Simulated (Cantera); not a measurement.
## Thermodynamics of silicon etching in halogen gases, feed Si + Cl2 + N2

A closed system holds: 1 mol Si, 1.2 mol Cl2, 86 mol N2, at 1600 Pa.

These are equilibrium values from Cantera (NASA tables, ideal gas, pure condensed phases), not measurements of a reactor. Candidate condensed phases: Si, Si3N4; 13 gas species. N2 is the only nitrogen source here; it is nearly inert below about 1500 K, so the nitride shown seldom forms there in practice. The tables' values for SiCl3 are old estimates; treat these amounts as uncertain. Equilibrium is a limit: real reactors are often held back by kinetics, nucleation or transport.

From 500 K to 1400 K the condensed part is Si3N4(s). At 1500 K nothing is condensed. The main Si-bearing gas is SiCl4 at 500 K and SiCl2 at 1500 K.

| T (K) | x N2 | x SiCl2 | x SiCl4 | x SiCl3 | n Si3N4(s) |
|---|---|---|---|---|---|
| 500 | 0.993 | <1e-12 | 0.00695 | <1e-12 | 0.133 |
| 600 | 0.993 | <1e-12 | 0.00695 | 1.81e-11 | 0.133 |
| 700 | 0.993 | <1e-12 | 0.00695 | 2.22e-9 | 0.133 |
| 800 | 0.993 | 1.05e-10 | 0.00695 | 8.11e-8 | 0.133 |
| 900 | 0.993 | 1.20e-8 | 0.00695 | 1.32e-6 | 0.133 |
| 1000 | 0.993 | 5.23e-7 | 0.00694 | 1.22e-5 | 0.133 |
| 1100 | 0.993 | 1.13e-5 | 0.00689 | 7.48e-5 | 0.133 |
| 1200 | 0.993 | 0.000143 | 0.00663 | 0.000328 | 0.129 |
| 1300 | 0.992 | 0.00113 | 0.00560 | 0.00103 | 0.110 |
| 1400 | 0.990 | 0.00512 | 0.00294 | 0.00188 | 0.0458 |
| 1500 | 0.988 | 0.00830 | 0.00133 | 0.00186 | 0 |
x: gas mole fraction; n: condensed amount in mol.
